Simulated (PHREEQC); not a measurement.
0.011 g of hydrous ferric oxide (600 m²/g; 0.2 weak and 0.005 strong sites per Fe, Dzombak-Morel constants, diffuse double layer) in 1 kg of water with 0.001 mol/kgw of an inert sodium salt and 0.00041 mmol/kgw NaH2PO4, at 25 °C; the pH is set by adding NaOH or the inert anion's acid. O2 is buffered at 0.21 atm. The system is closed to CO2. Precipitation was switched off in this run.

The series has 17 steps of pH, from 3 to 11.

The numbers come from PHREEQC with the ion-association model, wateq4f.dat.

### Question
Near which pH is half of the P sorbed, and on which side is more sorbed?

### Answer
Near pH 8.4, with more sorbed at lower pH.

H3PO4, which wateq4f.dat lacks, is added to it with the constant of phreeqc.dat. The oxide is taken as insoluble; below pH 4 it would dissolve.
